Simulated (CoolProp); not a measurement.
n-decane along the isotherm 320.35 °C: fugacity coefficient from the reference equation and from simpler models built on Tc = 344.5 °C, pc = 21.01 bar, ω = 0.488; each cubic takes its own stable root.

Computed with CoolProp (reference Helmholtz-energy equation of state, Lemmon 2006). It is a short technical equation, of lower accuracy than the large ones.

```
p (bar)   phase  reference
-------  ------  ---------
0.332       gas     0.9934
0.756       gas     0.9851
1.72        gas     0.9662
3.92        gas     0.9232
8.91        gas     0.8263
20.3     liquid     0.5411
46.2     liquid     0.2814
105      liquid     0.1757
```

### Question
How far does each simpler model (van der Waals, Soave-Redlich-Kwong, Peng-Robinson) lie from the reference over these 8 states: mean and median of the absolute difference, and the worst?

### Answer
- van der Waals: mean 15.5 %, median 3.0 %, worst +62.7 % at 320.35 °C and 105 bar
- Soave-Redlich-Kwong: mean 4.0 %, median 0.8 %, worst +16.4 % at 320.35 °C and 105 bar
- Peng-Robinson: mean 1.3 %, median 0.4 %, worst +5.2 % at 320.35 °C and 105 bar
